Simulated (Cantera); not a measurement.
Input: 1 mol CH3F, a varied amount of Si, equilibrated at 1150 K and 20000 Pa.

Cantera equilibrium calculation (NASA polynomials, part measured and part estimated; ideal gas, pure solids and liquids). Candidate condensed phases: C, C6H6, C7H8, C8H18, Si, SiC; 113 gas species. Mutual solubility and eutectic melting of coexisting phases are not modelled. The tables' values for SiF3, SiF2 are old estimates; treat these amounts as uncertain. Equilibrium is a limit: real reactors are often held back by kinetics, nucleation or transport.

log p: log10 of the partial pressure in bar; n: condensed amount in mol.

```csv
n(Si) (mol),log p H2,log p HF,log p SiF4,log p SiHF3,log p CH4,log p SiF3,log p SiH2F2,n C(graphite),n SiC(s),n Si(s)
0.18,-0.83,-1.51,-1.70,-5.76,-3.29,-6.75,-10.12,0.995,0,0
0.34,-0.77,-3.83,-1.55,-3.22,-3.17,-4.25,-5.20,0.905,0.0889,0
0.51,-0.77,-3.83,-1.55,-3.22,-3.17,-4.25,-5.20,0.735,0.259,0
0.67,-0.77,-3.83,-1.55,-3.22,-3.17,-4.25,-5.20,0.575,0.419,0
0.84,-0.77,-3.83,-1.55,-3.22,-3.17,-4.25,-5.20,___,___,0
1,-0.77,-3.83,-1.55,-3.22,-3.17,-4.25,-5.20,0.245,0.749,0
1.2,-0.77,-3.83,-1.55,-3.22,-3.17,-4.25,-5.20,0.0452,0.949,0
1.3,-0.77,-4.57,-1.58,-2.52,-6.08,-3.55,-3.76,0,1.000,0.0421
1.5,-0.77,-4.57,-1.58,-2.52,-6.08,-3.55,-3.76,0,1.000,___
1.7,-0.77,-4.57,-1.58,-2.52,-6.08,-3.55,-3.76,0,1.000,0.442
```

### Question
What belongs in the gaps?

### Answer

- 1.5, n Si(s): 0.242
- 0.84, n C(graphite): 0.405
- 0.84, n SiC(s): 0.589
